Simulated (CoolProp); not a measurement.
Vapour-liquid equilibrium of fluoroethane (R161) (1) + R1234yf (2) at 7.65 °C; x and y are mole fractions of (1).

The numbers come from the multi-fluid Helmholtz-energy mixture model, Wu 2012 and Lemmon 2022; pair parameters Bell 2016 in CoolProp.

```tsv
x	bubble pressure, mixture model (MPa)	bubble pressure, Raoult's law (MPa)	y, mixture model	y, Raoult's law
0.05	0.4163	0.4139	0.070	0.067
0.2	0.4452	0.4366	0.259	0.256
0.35	0.4721	0.4594	0.424	0.425
0.5	0.4964	0.4821	0.570	0.579
0.65	0.5181	0.5049	0.705	0.718
0.8	0.5371	0.5276	0.832	0.846
0.95	0.5532	0.5503	0.957	0.963
```

The largest gap from Raoult's law is +3.0 % in bubble pressure, at x = 0.5. No azeotrope shows between x = 0.05 and 0.95.

The pair parameters rest on a limited set of measurements; away from them the model extrapolates.
